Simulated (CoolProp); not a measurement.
Vapour-liquid equilibrium of R22 (1) + R123 (2) at 0.0092 MPa; x and y are mole fractions of (1).

Model: multi-fluid Helmholtz-energy mixture model, Kamei 1995 and Younglove 1994; pair parameters Bell 2016, in CoolProp.

```
x      bubble temperature (K)  y at the bubble point  dew temperature at overall composition x (K)  liquid density (mol/L)
-----  ----------------------  ---------------------  --------------------------------------------  ----------------------
0.05                    234.7                  0.589                                           [?]                   10.77
0.125                   222.2                  0.843                                         246.2                     [?]
0.2                     214.5                  0.922                                         244.8                   11.76
0.275                   209.2                  0.954                                         243.2                     [?]
0.35                    205.4                  0.971                                           [?]                     [?]
0.425                   202.5                  0.980                                         239.6                   13.15
0.5                     200.2                  0.986                                         237.5                   13.63
0.575                   198.3                  0.990                                         235.2                   14.14
0.65                    196.8                  0.993                                         232.5                   14.67
0.725                   195.5                  0.995                                         229.2                   15.23
0.8                     194.3                    [?]                                         225.1                   15.82
0.875                   193.2                    [?]                                         219.5                   16.45
0.95                    192.2                  0.999                                           [?]                   17.13
```

What belongs in the gaps?


- 0.05, dew temperature at overall composition x (K): 247.6
- 0.125, liquid density (mol/L): 11.29
- 0.275, liquid density (mol/L): 12.22
- 0.35, dew temperature at overall composition x (K): 241.5
- 0.35, liquid density (mol/L): 12.68
- 0.8, y at the bubble point: 0.996
- 0.875, y at the bubble point: 0.998
- 0.95, dew temperature at overall composition x (K): 210.1

No azeotrope shows between x = 0.05 and 0.95.

The pair parameters rest on a limited set of measurements; away from them the model extrapolates. The gap from Raoult's law changes sign with composition, which may be real or a fault of the pair parameters; it wasn't checked against measurements.
